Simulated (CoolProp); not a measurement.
Vapour pressure (MPa) of n-perfluoropentane: the reference equation beside estimates from Tc = 147.9 °C, pc = 2.063 MPa, ω = 0.436. Clausius-Clapeyron is anchored at 14.75 °C with a constant enthalpy of vaporisation of 27.31 kJ/mol.

Computed with CoolProp (reference Helmholtz-energy equation of state, Gao 2022).

```
T (°C)  reference  Clausius-Clapeyron  van der Waals
------  ---------  ------------------  -------------
-4.95     0.02365             0.02487         0.2511
4.95      0.03768             0.03847         0.3056
14.75     0.05751             0.05751         0.3667
24.65     0.08516             0.08404         0.4361
34.55      0.1223              0.1198         0.5136
44.45      0.1710              0.1672         0.5994
54.35      0.2335              0.2285         0.6939
64.25      0.3120              0.3067         0.7974
74.15      0.4091              0.4048         0.9101
83.95      0.5262              0.5248          1.031
93.85      0.6686              0.6727          1.163
```

Absolute difference from the reference over all 11 rows, mean and median: Clausius-Clapeyron 1.7 and 1.7 %, van der Waals 348.9 and 250.5 %.
